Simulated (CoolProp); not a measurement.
A single-stage vapour-compression cycle with R236EA: evaporating at 280.15 K (dew point), condensing at 325.15 K (bubble point), superheat 10 K, subcooling 0 K, compressor efficiency 0.65, no pressure losses. Each further row changes one setting.

Model: reference Helmholtz-energy equation of state, Rui 2013, in CoolProp.

```csv
case,cooling COP,pressure ratio,discharge temperature (K),refrigerating effect (kJ/kg),volumetric capacity (kJ/m³)
as stated,3.19,4.60,337.9,116,799
evaporating temperature 285.15 K,3.77,3.78,337.1,120,995
condensing temperature 320.15 K,3.73,3.98,333.1,123,844
subcooling 5 K,3.37,4.60,337.9,123,844
superheat 20 K,3.29,4.60,348.3,125,826
compressor efficiency 0.55,2.70,4.60,344.6,116,799
```
